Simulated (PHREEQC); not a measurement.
PHREEQC input (ion-association model, wateq4f.dat):

```
SOLUTION_MASTER_SPECIES
  An  An-  0  An  62.0  # stands for a non-complexing anion
SOLUTION_SPECIES
  An- = An-
    -log_k 0
    -gamma 3.0 0
  PO4-3 + 3H+ = H3PO4  # constants of phreeqc.dat
    -log_k 21.721
    -delta_h -10.1 kJ
PHASES
  Fix_H+
    H+ = H+
    -log_k 0
SOLUTION 1
  temp 25
  units mmol/kgw
  pH 7 charge
  P 0.00019
  Na 1.00085
  F 0.00066
  An 1
END
SELECTED_OUTPUT 1
  -reset false
  -pH true
  -pe true
  -ionic_strength true
  -water true
  -totals F Na P
  -molalities Hfo_wOH Hfo_wOH2+ Hfo_wO- Hfo_sOH Hfo_sOH2+ Hfo_sO- Hfo_wF Hfo_wOHF- Hfo_wH2PO4 Hfo_wHPO4-
    Hfo_wPO4-2
USER_PUNCH 1
  -headings sigma psi
  10 PUNCH EDL("sigma", "Hfo"), EDL("psi", "Hfo")
PRINT
  -reset false
USE solution 1
SURFACE 1
  Hfo_wOH 6.96629e-05 600 0.031
  Hfo_sOH 1.74157e-06
EQUILIBRIUM_PHASES 1
  Fix_H+ -3 HAn 10
    -force_equality true
  O2(g) -0.68 10
END
# ... the last block is repeated for the other 12 points of pH, with NaOH or the acid as the point needs
```

Selected output (columns that matter, 13 of 13 rows; pH added in front):

```
pH	mu	F	Na	P	m_Hfo_wOH	m_Hfo_wOH2+	m_Hfo_wO-	m_Hfo_sOH	m_Hfo_sOH2+	m_Hfo_sO-	m_Hfo_wF	m_Hfo_wOHF-	sigma	psi
3	0.0020731	8.2083e-08	0.0010008	1.406e-12	2.1194e-05	4.7485e-05	2.167e-07	5.3575e-07	1.2003e-06	5.4779e-09	3.4171e-07	2.362e-07	0.24913	0.23305
3.5	0.0013461	6.3891e-08	0.0010008	9.3943e-13	3.4478e-05	3.3588e-05	8.1079e-07	8.7179e-07	8.4928e-07	2.0501e-08	2.3018e-07	3.6593e-07	0.1712	0.22487
4	0.0011156	8.4441e-08	0.0010008	1.1038e-12	4.3007e-05	2.4135e-05	1.7556e-06	1.0871e-06	6.1008e-07	4.4378e-08	1.5308e-07	4.2247e-07	0.11546	0.20946
4.5	0.001041	1.437e-07	0.0010008	1.7222e-12	4.8003e-05	1.8025e-05	2.9286e-06	1.2124e-06	4.5524e-07	7.3965e-08	1.0075e-07	4.1555e-07	0.076646	0.19021
5	0.001016	2.549e-07	0.0010008	3.2302e-12	5.0771e-05	1.4112e-05	4.1844e-06	1.2802e-06	3.5584e-07	1.0551e-07	6.164e-08	3.4345e-07	0.04945	0.16836
5.5	0.0010071	4.0498e-07	0.0010008	7.0739e-12	5.2201e-05	1.1666e-05	5.3509e-06	1.3134e-06	2.9353e-07	1.3463e-07	3.2159e-08	2.2286e-07	0.030809	0.14439
6	0.0010037	5.3631e-07	0.0010008	1.8044e-11	5.2875e-05	1.0187e-05	6.2874e-06	1.3279e-06	2.5582e-07	1.5789e-07	1.3685e-08	1.1001e-07	0.018511	0.11862
6.5	0.0010022	6.1118e-07	0.0010008	5.5126e-11	5.3159e-05	9.3178e-06	6.9477e-06	1.3335e-06	2.3374e-07	1.7429e-07	4.9631e-09	4.3853e-08	0.010701	0.091471
7	0.0010015	6.4285e-07	0.0010008	2.1843e-10	5.3268e-05	8.8087e-06	7.3794e-06	1.3357e-06	2.2087e-07	1.8503e-07	1.6547e-09	1.5497e-08	0.0058339	0.063389
7.5	0.0010011	6.5429e-07	0.0010009	1.2138e-09	5.331e-05	8.4949e-06	7.6639e-06	1.3365e-06	2.1297e-07	1.9213e-07	5.3305e-10	5.1808e-09	0.0027074	0.034763
8	0.0010017	6.5814e-07	0.0010016	8.7274e-09	5.3331e-05	8.2679e-06	7.8808e-06	1.3368e-06	2.0724e-07	1.9754e-07	1.6963e-10	1.6946e-09	0.00042665	0.0058912
8.5	0.0010043	6.5939e-07	0.0010044	5.5963e-08	5.3372e-05	8.0306e-06	8.1259e-06	1.3369e-06	2.0115e-07	2.0354e-07	5.3783e-11	5.5359e-10	-0.0017139	-0.022919
9	0.0010119	6.598e-07	0.0010122	1.5018e-07	5.3431e-05	7.7168e-06	8.4751e-06	1.3365e-06	1.9303e-07	2.12e-07	1.7035e-11	1.8267e-10	-0.0043928	-0.051445
```

Species that the database lacks are ignored. H3PO4, which wateq4f.dat lacks, is added to it with the constant of phreeqc.dat. The oxide is taken as insoluble; below pH 4 it would dissolve.
